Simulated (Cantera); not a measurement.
Input: 1 mol Si(CH3)4, 0.03 mol C2H4, 290 mol H2, equilibrated at 4.00 mbar.

Method: chemical equilibrium by Gibbs-energy minimisation in Cantera with the NASA 1993 tables (ideal gas, pure condensed phases). Candidate condensed phases: C, C6H6, C7H8, C8H18, Si, SiC; 87 gas species. Equilibrium is a limit: real reactors are often held back by kinetics, nucleation or transport.

Over these rows the condensed part is C(graphite) + SiC(s). Partial pressures as log10 of bar:

```tsv
T (K)	1000/T (1/K)	log p CH4	log p H2
1298	0.7704	-6.89	-2.40
1448	0.6906	-7.27	-2.40
1598	0.6258	-7.58	-2.40
1748	0.5721	-7.84	-2.40
1898	0.5269	-8.05	-2.40
2048	0.4883	?	-2.41
```

### Question
Fit log p(CH4) = a + b·(1000/T) to the five rows, give the apparent enthalpy, and predict the row at 2048 K.

### Answer
Means: 1000/T = 0.6372, log p = -7.526. Sxy = 0.177240, Sxx = 0.0371279, so b = 4.77 and a = -7.526 − (4.77)×0.6372 = -10.57.
Apparent enthalpy: −19.145 × (4.77) = -91 kJ/mol. With the condensed phases at unit activity, C(graphite) + 2 H2(g) = CH4(g) links this pressure to the main gases: over the six rows their terms move log p by -0.02 in all, so the slope is close to that reaction's ΔH°. The five rows lie within 0.01 of the line.
Prediction at 2048 K: -10.57 + (4.77)×0.4883 = -8.24. The computed value is -8.25, 0.01 from the line.
